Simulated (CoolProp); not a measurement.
Computed with CoolProp (reference Helmholtz-energy equation of state, Thol 2016).

Task: For R1234ze(E), give the phase and the cp (kJ/(kg K)), expansivity (1/kK), viscosity (µPa s) at 102.95 °C and 3740 kPa.

Result: 
- 102.95 °C and 3740 kPa: liquid; cp 2.35, expansivity 15.4, viscosity 68.8

Viscosity comes from a separate model (Bell 2016), an estimate that may be off by 10 % or more.
